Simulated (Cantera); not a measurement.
A perfectly stirred reactor is fed with CH₄ : H₂ : O₂ = 0.0075 : 1 : 0.011 (molar parts), equivalence ratio 47, at 20.0 Torr; it is held at 2673 K, and followed from long to short residence time.

Cantera simulation using GRI-Mech 3.0 (53 species, 325 reactions); the numbers are that mechanism's predictions, not measurements. Radical loss at walls, strong at low pressure, is not modelled.

**Question.** What does this change do: temperature 2673 to 1600 K?

**Answer.** 
| quantity | before | after |
|---|---|---|
| x(CH₄) at τ = 0.420 s | 1.82e-7 | 0.00452 |
| x(H₂) at τ = 0.420 s | 0.758 | 0.970 |
| x(O₂) at τ = 0.420 s | 1.15e-6 | 7.03e-5 |
| x(C₂H₄) at τ = 0.420 s | 1.82e-12 | 8.11e-6 |
| x(CH₃) at τ = 0.420 s | 8.25e-7 | 0.000194 |
| x(CH₄) at τ = 24.0 ms | 0.000149 | 0.00471 |
| x(H₂) at τ = 24.0 ms | 0.905 | 0.966 |
| x(O₂) at τ = 24.0 ms | 9.07e-6 | 0.000373 |
| x(C₂H₄) at τ = 24.0 ms | 1.69e-7 | 1.64e-5 |
| x(CH₃) at τ = 24.0 ms | 0.000209 | 0.000637 |

**Question.** What does this change do: pressure from 20.0 Torr to 143 Torr?

**Answer.** 
```
quantity                  before     after
----------------------  --------  --------
x(CH₄) at τ = 0.420 s    1.82e-7   5.08e-7
x(H₂) at τ = 0.420 s       0.758     0.870
x(O₂) at τ = 0.420 s     1.15e-6   2.44e-7
x(C₂H₄) at τ = 0.420 s  1.82e-12  4.54e-12
x(CH₃) at τ = 0.420 s    8.25e-7   1.08e-6
x(CH₄) at τ = 24.0 ms   0.000149   1.38e-5
x(H₂) at τ = 24.0 ms       0.905     0.884
x(O₂) at τ = 24.0 ms     9.07e-6   1.11e-6
x(C₂H₄) at τ = 24.0 ms   1.69e-7   2.61e-9
x(CH₃) at τ = 24.0 ms   0.000209   2.54e-5
```
